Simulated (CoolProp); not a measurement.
The numbers come from the reference Helmholtz-energy equation of state, Thol 2014 in CoolProp.

Question: For diethyl ether, give the phase and the density (kg/m³), cp (kJ/(kg K)), speed of sound (m/s) at 443.9 K and 6.53 bar.

Answer: 
- 443.9 K and 6.53 bar: gas; density 14.2, cp 2.17, speed of sound 214
